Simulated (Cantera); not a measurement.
Adiabatic ignition

An adiabatic, constant-pressure homogeneous reactor starts with CO : H2 : CH4 : O2 : N2 = 1 : 0.27 : 0.2 : 0.609 : 2.29 (molar parts), at 1675 K and 29000 Pa.

Computed with Cantera and GRI-Mech 3.0 (53 species, 325 reactions).

```csv
t (s),T (K),x CO,x H2,x CH4,x CH2O,x N2O,x CH2CO,x OH
2.00e-6,1675,0.229,0.0618,0.0458,1.13e-9,<1e-12,3.09e-12,1.27e-7
5.37e-6,1675,0.229,0.0618,0.0458,1.38e-8,1.57e-12,3.55e-11,3.87e-7
1.44e-5,1675,0.229,0.0618,0.0458,1.99e-7,7.33e-12,4.83e-10,1.12e-6
3.86e-5,1675,0.229,0.0617,0.0457,3.93e-6,3.65e-11,8.81e-9,5.78e-6
0.000104,1693,0.229,0.0606,0.0402,0.000601,7.32e-10,5.32e-6,0.000219
0.000278,2326,0.192,0.0354,<1e-12,3.17e-10,1.89e-8,<1e-12,0.0191
0.000746,2479,0.193,0.0350,<1e-12,3.93e-10,3.11e-8,<1e-12,0.0199
0.00200,2669,0.192,0.0338,<1e-12,5.75e-10,7.81e-8,<1e-12,0.0194
0.00537,2739,0.192,0.0334,<1e-12,7.42e-10,1.27e-7,<1e-12,0.0182
0.0144,2738,0.192,0.0336,<1e-12,7.53e-10,1.41e-7,<1e-12,0.0179
0.0386,2738,0.192,0.0336,<1e-12,7.53e-10,1.41e-7,<1e-12,0.0178
0.104,2738,0.192,0.0336,<1e-12,7.53e-10,1.41e-7,<1e-12,0.0178
0.278,2738,0.192,0.0336,<1e-12,7.53e-10,1.41e-7,<1e-12,0.0178
0.746,2738,0.192,0.0336,<1e-12,7.53e-10,1.41e-7,<1e-12,0.0178
2.00,2738,0.192,0.0336,<1e-12,7.53e-10,1.41e-7,<1e-12,0.0178
```
x: mole fraction; the columns are a selection and need not sum to one.

| Item | Value |
|---|---|
| time of steepest temperature rise | 0.146 ms |
| temperature at 2.00 s | 2738 K |
| equilibrium temperature | 2738 K |
| x(CO) at 2.00 s | 0.192 (gas-phase equilibrium 0.192) |
| x(H2) at 2.00 s | 0.0336 (gas-phase equilibrium 0.0336) |
| x(CH4) at 2.00 s | <1e-12 (gas-phase equilibrium <1e-12) |
